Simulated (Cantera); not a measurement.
Input (Python, Cantera) and output of one run.

```python
import numpy as np
import cantera as ct

gas_names = """
    C CO CO2 C2 C2O C3 C3O2 C4 C5 Fe FeC5O5 FeO O O2 O3
""".split()
cond_names = """
    C(gr) Fe(a) Fe(c) Fe(d) Fe(L) FeC5O5(L) FeO(s) FeO(L) Fe2O3(s) Fe3O4(s)
""".split()


# ... load() reads the species with a 1 bar reference pressure and builds the phases ...
atoms = {
    'Fe3O4': {'Fe': 3, 'O': 4},
    'CO': {'C': 1, 'O': 1},
}
top_T = {'C(gr)': 4500, 'Fe2O3(s)': 1830, 'Fe3O4(s)': 1870}  # K; cautious upper limits of use, not melting points


# ... equilibrate(T, P, feed) seeds the gas with the atoms and calls Mixture.equilibrate('TP', solver="vcs", rtol=1e-11, max_steps=5000) ...
results = []
feed = {'Fe3O4': 1, 'CO': 7.2}  # mol
T = 1273.15  # K
P = 2000  # Pa
mix = equilibrate(T, P, feed)
results.append((T, P, feed, dict(zip(mix.species_names, mix.species_moles))))
print(gas.report(threshold=1e-06))
for i in range(1, mix.n_phases):
    print(f"{mix.phase(i).name:16s} {mix.phase_moles(i):12.5e} mol")
```

Result:

```
       temperature   1273.2 K
          pressure   2000 Pa
           density   0.0057745 kg/m^3
  mean mol. weight   30.563 kg/kmol
   phase of matter   gas

                          1 kg             1 kmol
                     ---------------   ---------------
          enthalpy       -3.9902e+06       -1.2196e+08  J
   internal energy       -4.3366e+06       -1.3254e+08  J
           entropy            9333.3        2.8526e+05  J/K
    Gibbs function       -1.5873e+07       -4.8513e+08  J
 heat capacity c_p            1240.8             37924  J/K
 heat capacity c_v             968.8             29610  J/K

                      mass frac. Y      mole frac. X     chem. pot. / RT
                     ---------------   ---------------   ---------------
                CO           0.77019            0.8404           -40.796
               CO2           0.22981            0.1596           -72.333
     [  +13 minor]         4.568e-08        2.4997e-08

C(gr)             0.00000e+00 mol
Fe(c)             1.49108e-01 mol
FeC5O5(L)         0.00000e+00 mol
FeO(s)            2.85089e+00 mol
Fe2O3(s)          0.00000e+00 mol
Fe3O4(s)          0.00000e+00 mol
```

These are equilibrium values from Cantera (NASA tables, ideal gas, pure condensed phases), not measurements of a reactor. Mutual solubility and eutectic melting of coexisting phases are not modelled. The tables' stoichiometric FeO is somewhat more stable than real wüstite, so its field is too wide. FeO: taken at fixed stoichiometry.
